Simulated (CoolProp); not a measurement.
1-butene along the isotherm 525 K: Z from the reference equation and from simpler models built on Tc = 419.3 K, pc = 40.06 bar, ω = 0.192; each cubic takes its own stable root.

The numbers come from the reference Helmholtz-energy equation of state, Lemmon 2005 in CoolProp. It is a short technical equation, of lower accuracy than the large ones.

| p (bar) | phase | reference | Pitzer virial | van der Waals | Redlich-Kwong |
|---|---|---|---|---|---|
| 1.25 | gas | 0.9948 | 0.9951 | 0.9947 | 0.9945 |
| 2.5 | gas | 0.9897 | 0.9901 | 0.9894 | 0.9891 |
| 3.76 | gas | 0.9844 | 0.9852 | 0.9839 | 0.9835 |
| 5.01 | gas | 0.9792 | 0.9803 | 0.9785 | 0.9780 |
| 6.26 | gas | 0.9740 | 0.9753 | 0.9731 | 0.9725 |
| 7.51 | gas | 0.9688 | 0.9704 | 0.9676 | 0.9670 |
| 8.76 | gas | 0.9635 | 0.9655 | 0.9621 | 0.9614 |
| 10 | gas | 0.9583 | 0.9606 | 0.9565 | 0.9559 |
| 11.3 | gas | 0.9528 | 0.9555 | 0.9507 | 0.9501 |
| 12.5 | gas | 0.9477 | 0.9507 | 0.9452 | 0.9447 |
| 13.8 | gas | 0.9422 | 0.9456 | 0.9393 | 0.9389 |
| 15 | gas | 0.9371 | 0.9409 | 0.9338 | 0.9334 |
| 16.3 | gas | 0.9315 | 0.9358 | 0.9278 | 0.9276 |
| 17.5 | gas | 0.9264 | 0.9310 | 0.9222 | 0.9221 |
| 18.8 | gas | 0.9208 | 0.9259 | 0.9160 | 0.9162 |
| 20 | gas | 0.9156 | 0.9212 | 0.9103 | 0.9107 |
